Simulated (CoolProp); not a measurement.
Vapour-liquid equilibrium of n-octane (1) + p-xylene (2) at 0.226 MPa; x and y are mole fractions of (1).

Model: multi-fluid Helmholtz-energy mixture model, Beckmüller 2019 and Zhou 2012; pair parameters Bell 2016, in CoolProp.

```
x     bubble temperature (K)  y at the bubble point  dew temperature at overall composition x (K)  liquid density (mol/L)
----  ----------------------  ---------------------  --------------------------------------------  ----------------------
0.05                   442.8                  0.077                                         443.3                   6.671
0.2                    439.4                  0.270                                         440.6                       ?
0.35                   436.8                  0.428                                             ?                   6.089
0.5                    434.8                  0.568                                             ?                   5.826
0.65                   433.1                  0.699                                         433.7                   5.582
0.8                    431.8                  0.828                                         432.1                   5.354
0.95                   430.7                  0.957                                         430.8                   5.142
```

Question: Complete the blanks.

Answer: 
- 0.2, liquid density (mol/L): 6.370
- 0.35, dew temperature at overall composition x (K): 438.0
- 0.5, dew temperature at overall composition x (K): 435.7

No azeotrope shows between x = 0.05 and 0.95.

The pair parameters rest on a limited set of measurements; away from them the model extrapolates.
